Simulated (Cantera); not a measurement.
Cantera run, input and output.

```python
import numpy as np
import cantera as ct

gas = ct.Solution("gri30.yaml")
gas.TPX = 1698, 2666, {'C3H8': 1, 'H2': 6}
reactor = ct.IdealGasConstPressureReactor(gas, energy="off", clone=False)
net = ct.ReactorNet([reactor])
net.rtol, net.atol = 1e-08, 1e-18
show = ['C3H8', 'H2', 'CH2', 'CH4', 'C2H2', 'H', 'C2H6']
times = np.geomspace(6e-06, 100, 11)

steps = ct.SolutionArray(gas, extra=["t"])
rows = []
print(f"{'t/s':>10s}{'T/K':>9s}{'P/Pa':>11s}" + "".join(f"{s:>11s}" for s in show))
for t in times:
    while net.time < t:
        t_next = net.step()
        steps.append(gas.state, t=t_next)
    rows.append([np.interp(t, steps.t, y) for y in (steps.T, steps.P, *steps(*show).X.T)])
    print(f"{t:10.3e}{rows[-1][0]:9.1f}{rows[-1][1]:11.4g}" + "".join(f"{x:11.3e}" for x in rows[-1][2:]))
rate = np.gradient(steps.T, steps.t)
print("integrator steps:", len(steps.t))
if steps.T.max() > steps.T[0] + 200:
    print(f"time of steepest temperature rise: {steps.t[rate.argmax()]:.4e} s")
gas.TPX = 1698, 2666, {'C3H8': 1, 'H2': 6}
gas.equilibrate("TP")
print(f"equilibrium (TP): T = {gas.T:.1f} K  " + "  ".join(f"{s} {gas[s].X[0]:.3e}" for s in show))
```

Result:

```
       t/s      T/K       P/Pa       C3H8         H2        CH2        CH4       C2H2          H       C2H6
 6.000e-06   1698.0       2666  1.388e-01  8.541e-01  1.446e-07  3.294e-04  7.802e-08  3.076e-04  1.082e-04
 3.165e-05   1698.0       2666  1.096e-01  8.316e-01  1.377e-05  1.106e-02  7.338e-05  1.404e-03  1.390e-03
 1.669e-04   1698.0       2666  3.058e-03  7.439e-01  3.396e-05  1.112e-01  2.026e-02  5.863e-03  2.407e-03
 8.805e-04   1698.0       2666  3.062e-07  7.601e-01  4.610e-06  1.230e-01  7.232e-02  1.499e-03  2.245e-04
 4.644e-03   1698.0       2666  2.305e-08  7.703e-01  9.173e-07  1.178e-01  9.891e-02  5.642e-04  4.681e-05
 2.449e-02   1698.0       2666  1.244e-08  7.788e-01  7.087e-07  1.073e-01  1.109e-01  5.142e-04  3.184e-05
 1.292e-01   1698.0       2666  4.594e-09  8.021e-01  5.963e-07  7.182e-02  1.239e-01  5.776e-04  1.620e-05
 6.815e-01   1698.0       2666  2.161e-10  8.344e-01  3.051e-07  2.262e-02  1.417e-01  7.137e-04  2.043e-06
 3.594e+00   1698.0       2666  2.126e-12  8.466e-01  7.523e-08  4.036e-03  1.484e-01  8.104e-04  7.890e-08
 1.896e+01   1698.0       2666  2.011e-13  8.485e-01  2.247e-08  1.150e-03  1.494e-01  8.213e-04  9.719e-09
 1.000e+02   1698.0       2666  1.755e-13  8.485e-01  2.033e-08  1.039e-03  1.494e-01  8.216e-04  8.575e-09
integrator steps: 1503
equilibrium (TP): T = 1698.0 K  C3H8 1.755e-13  H2 8.485e-01  CH2 2.033e-08  CH4 1.039e-03  C2H2 1.494e-01  H 8.216e-04  C2H6 8.575e-09
```

Model: GRI-Mech 3.0 (53 species, 325 reactions), integrated in Cantera. GRI-Mech 3.0 was tuned for natural gas; its chemistry of propane as a main component is partial and can be far from experiment. GRI-Mech 3.0 stops at C3 and has no aromatics, soot or wall deposition, so with more carbon than oxygen in the feed, carbon stays in small species such as C2H2 where larger ones or solid carbon would form. Radical loss at walls, strong at low pressure, is not modelled.
